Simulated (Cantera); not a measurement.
**Premixed flame**

A freely propagating, adiabatic, planar premixed flame of 12.8 % CH₄, 18.3 % O₂, 68.8 % N₂, equivalence ratio 1.4, unburnt at 300 K and 340000 Pa; mixture-averaged transport, grid criteria slope 0.08 and curve 0.16, no radiation.

Model: GRI-Mech 3.0 (53 species, 325 reactions), integrated in Cantera. Burning velocities carry a grid error of a few per cent, more on coarse grids.

| z (mm) | T (K) | u (m/s) | x CH₄ | x O₂ | x CH₂O | x CO | x C₂H₂ | x C₂H₄ |
|---|---|---|---|---|---|---|---|---|
| -1.45 | 300 | 0.0862 | 0.128 | 0.183 | 2.70e-8 | 3.74e-6 | 1.72e-8 | 2.75e-8 |
| -0.964 | 305 | 0.0880 | 0.127 | 0.182 | 1.35e-6 | 9.88e-5 | 7.39e-7 | 1.29e-6 |
| -0.723 | 334 | 0.0968 | 0.124 | 0.179 | 1.47e-5 | 0.000722 | 7.32e-6 | 1.35e-5 |
| -0.482 | 482 | 0.142 | 0.113 | 0.167 | 0.000139 | 0.00471 | 6.49e-5 | 0.000126 |
| -0.241 | 999 | 0.300 | 0.0758 | 0.118 | 0.000915 | 0.0242 | 0.000455 | 0.000908 |
| -0.121 | 1401 | 0.426 | 0.0442 | 0.0727 | 0.00103 | 0.0435 | 0.000969 | 0.00177 |
| 0 | 1766 | 0.541 | 0.0154 | 0.0270 | 0.000307 | 0.0629 | 0.00217 | 0.00146 |
| 0.121 | 1928 | 0.592 | 0.00518 | 0.00680 | 7.62e-5 | 0.0692 | 0.00265 | 0.000309 |
| 0.241 | 1973 | 0.606 | 0.00301 | 0.00194 | 2.81e-5 | 0.0694 | 0.00240 | 7.65e-5 |
| 0.482 | 1991 | 0.611 | 0.00200 | 0.000293 | 9.11e-6 | 0.0687 | 0.00205 | 1.75e-5 |
| 0.964 | 1993 | 0.612 | 0.00139 | 1.82e-5 | 4.10e-6 | 0.0686 | 0.00160 | 6.44e-6 |
| 1.93 | 1990 | 0.612 | 0.000855 | 3.31e-7 | 2.23e-6 | 0.0699 | 0.000981 | 2.84e-6 |
| 3.86 | 1986 | 0.612 | 0.000400 | 1.50e-7 | 9.53e-7 | 0.0719 | 0.000369 | 8.55e-7 |
x: mole fraction of selected species; z is measured from the peak of heat release.

| Property | Result |
|---|---|
| laminar burning velocity | 8.60 cm/s |
| thermal thickness | 0.482 mm |
| peak x(CH₂O) | 0.00113 |
| peak x(CO) | 0.0731 |
| peak x(C₂H₂) | 0.00267 |
| peak x(C₂H₄) | 0.00197 |
